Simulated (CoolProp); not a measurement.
R143a along the isobar 2.83 MPa: Z from the reference equation and from simpler models built on Tc = 345.9 K, pc = 3.762 MPa, ω = 0.261; each cubic takes its own stable root.

Computed with CoolProp (reference Helmholtz-energy equation of state, Lemmon and Jacobsen 2000).

```tsv
T (K)	phase	reference	Redlich-Kwong	Soave-Redlich-Kwong
214.3	liquid	?	0.1346	0.1306
228.3	liquid	0.1073	0.1307	0.1264
242.4	liquid	0.1045	0.1278	0.1232
256.4	liquid	?	0.1261	0.1211
270.4	liquid	0.1012	0.1256	0.1203
284.4	liquid	0.1008	0.1266	0.1209
298.4	liquid	0.1015	0.1296	0.1236
312.5	liquid	0.1040	0.1363	0.1296
326.5	liquid	0.1106	0.1520	0.1435
340.5	gas	0.6081	0.6435	0.6383
354.5	gas	0.6895	?	0.7120
368.5	gas	0.7431	0.7507	0.7625
382.6	gas	0.7832	0.7851	0.8010
396.6	gas	0.8145	0.8125	0.8313
410.6	gas	0.8398	0.8351	0.8560
```

Q: Complete the blanks.

A: 
- 214.3, reference: 0.1109
- 256.4, reference: 0.1025
- 354.5, Redlich-Kwong: 0.7062
